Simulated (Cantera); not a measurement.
Mixture: CH4 : H2 : O2 : N2 = 1 : 0.046 : 1.26 : 4.75 (molar parts), at 35.0 bar, adiabatic and at constant pressure. Ignition delay is the time to a rise of 400 K.

Computed with Cantera and GRI-Mech 3.0 (53 species, 325 reactions). The pressure lies above the range GRI-Mech 3.0 was tuned for (to about 10 atm).

**Question.** Predict: delay at 1048 K; delay at 1148 K; delay at 1248 K; delay at 1348 K; delay at 1448 K; apparent activation energy between 1348 and 1448 K.

**Answer.** 
```
Quantity                                                Result
--------------------------------------------------  ----------
delay at 1048 K                                        3.72 ms
delay at 1148 K                                        1.08 ms
delay at 1248 K                                       0.423 ms
delay at 1348 K                                       0.184 ms
delay at 1448 K                                        82.3 µs
apparent activation energy between 1348 and 1448 K  130 kJ/mol
```
